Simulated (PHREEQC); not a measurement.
Consider water at 93 °C with 0.46 mol ZnCl2, 0.025 mol NaCl and 0.00025 mol FeSO4 per kg of water. Closed to the air; pH follows from the charge balance.

Equilibrium calculation in PHREEQC: ion-association model, phreeqc.dat.

| Quantity | Result |
|---|---|
| pH | 4.42 |
| ionic strength | 0.647 mol/kgw |
| activity of water | 0.985 |
| density | 1.011 g/cm³ |

```json
[
 {"species": "Cl-", "molality": "0.426", "activity": "0.253", "log γ": "-0.227"},
 {"species": "ZnCl+", "molality": "0.245", "activity": "0.146", "log γ": "-0.226"},
 {"species": "Zn+2", "molality": "0.117", "activity": "0.0186", "log γ": "-0.800"},
 {"species": "ZnCl2", "molality": "0.0415", "activity": "0.0482", "log γ": "0.065"},
 {"species": "ZnCl3-", "molality": "0.0321", "activity": "0.0191", "log γ": "-0.226"},
 {"species": "Na+", "molality": "0.0250", "activity": "0.0169", "log γ": "-0.171"},
 {"species": "ZnCl4-2", "molality": "0.0236", "activity": "0.00374", "log γ": "-0.800"},
 {"species": "Fe+2", "molality": "0.000228", "activity": "4.37e-5", "log γ": "-0.717"},
 {"species": "SO4-2", "molality": "0.000132", "activity": "1.97e-5", "log γ": "-0.826"},
 {"species": "ZnSO4", "molality": "0.000113", "activity": "0.000132", "log γ": "0.065"},
 {"species": "H+", "molality": "5.23e-5", "activity": "3.82e-5", "log γ": "-0.137"},
 {"species": "ZnOH+", "molality": "4.94e-5", "activity": "3.51e-5", "log γ": "-0.148"},
 {"species": "FeCl+", "molality": "2.15e-5", "activity": "1.53e-5", "log γ": "-0.148"},
 {"species": "NaSO4-", "molality": "3.67e-6", "activity": "2.36e-6", "log γ": "-0.191"},
 {"species": "ZnOHCl", "molality": "3.46e-6", "activity": "4.02e-6", "log γ": "0.065"}
]
```

No solid was allowed to form. At this temperature some constants are extrapolated from 25 °C, and those without enthalpy data are left unchanged.
